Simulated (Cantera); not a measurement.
**C2H2 + CO2 (carbon deposition, reforming and gasification)**

A closed system holds: 1 mol C2H2, 0.54 mol CO2, equilibrated at 1027 °C and 0.00180 bar.

Cantera equilibrium calculation (NASA polynomials, part measured and part estimated; ideal gas, pure solids and liquids). Candidate condensed phases: C, C6H6, C7H8, C8H18, H2O; 110 gas species. Equilibrium is a limit: real reactors are often held back by kinetics, nucleation or transport.

```
Property            Value
--------------  ---------
x(CO)               0.519
x(H2)               0.481
x(H)              1.81e-5
x(H2O)            4.10e-6
x(CH4)            3.27e-6
x(CO2)            2.51e-6
n(C(graphite))   1.46 mol
gas amount      2.080 mol
```
